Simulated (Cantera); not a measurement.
An isothermal, constant-pressure homogeneous reactor starts with 3.38 % CH4, 96.6 % H2, 0.00357 % N2, at 1423 K and 0.0148 atm.

Computed with Cantera and GRI-Mech 3.0 (53 species, 325 reactions). GRI-Mech 3.0 stops at C3 and has no aromatics, soot or wall deposition, so with more carbon than oxygen in the feed, carbon stays in small species such as C2H2 where larger ones or solid carbon would form. Radical loss at walls, strong at low pressure, is not modelled.

Question: Predict: x(CH4) at 30.0 s; x(H2) at 30.0 s; x(C2H4) at 30.0 s; x(C2H2) at 30.0 s.

Answer: 
- x(CH4) at 30.0 s: 0.0306 (gas-phase equilibrium 0.00357)
- x(H2) at 30.0 s: 0.968 (gas-phase equilibrium 0.982)
- x(C2H4) at 30.0 s: 3.01e-5 (gas-phase equilibrium 0.000135)
- x(C2H2) at 30.0 s: 0.00150 (gas-phase equilibrium 0.0145)
